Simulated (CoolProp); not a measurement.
Model: reference Helmholtz-energy equation of state, Beckmüller 2019, in CoolProp.

Question: For n-octane, give the phase and the cv (kJ/(kg K)) at 509.3 K and 1.37 MPa; 329.6 K and 1.54 MPa; 587.6 K and 0.0757 MPa.

Answer: 
- 509.3 K and 1.37 MPa: liquid; cv 2.60
- 329.6 K and 1.54 MPa: liquid; cv 1.90
- 587.6 K and 0.0757 MPa: gas; cv 2.75
